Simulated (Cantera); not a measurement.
Input: 1 mol SiCl4, 16 mol NO, 3.6 mol H2, held at 6.40e-5 bar.

These are equilibrium values from Cantera (NASA tables, ideal gas, pure condensed phases), not measurements of a reactor. Candidate condensed phases: H2O, NH4Cl, Si, SiO2, Si2N2O, Si3N4; 47 gas species. Rates play no part.

Task: At 677 °C, list the 4 most abundant gas species with their mole fractions, and the condensed phases.

Result: N2 0.404, O2 0.313, HCl 0.199, H2O 0.0823. Condensed: SiO2(β-quartz).
